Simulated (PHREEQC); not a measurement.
A solution holds 0.058 mol/kgw HF and 0.0042 mol/kgw (CH3)4NF, at 55 °C. Closed to the air; pH follows from the charge balance.

Model: ion-association model, phreeqc.dat, run in PHREEQC.

| quantity | before | after |
|---|---|---|
| pH | 2.47 | 1.88 |
| ionic strength (mol/kgw) | 0.00793 | 0.0191 |
| F- (mol/kgw) | 0.00644 | 0.00883 |
| HF2- (mol/kgw) | 0.00149 | 0.0102 |

### Question
Name the change that produced these shifts.
A) HF from 0.058 to 0.29 mol/kgw
B) diluted 10-fold with water
C) diluted 5-fold with water
D) (CH3)4NF from 0.0042 to 0.0021 mol/kgw
E) diluted 100-fold with water

### Answer
A, HF from 0.058 to 0.29 mol/kgw

This is a speciation only: nothing precipitates in the calculation. (CH3)4N+ isn't in the database: it is added as a free cation with an ion size of 4 Å. Constants without temperature data keep their 25 °C values here.
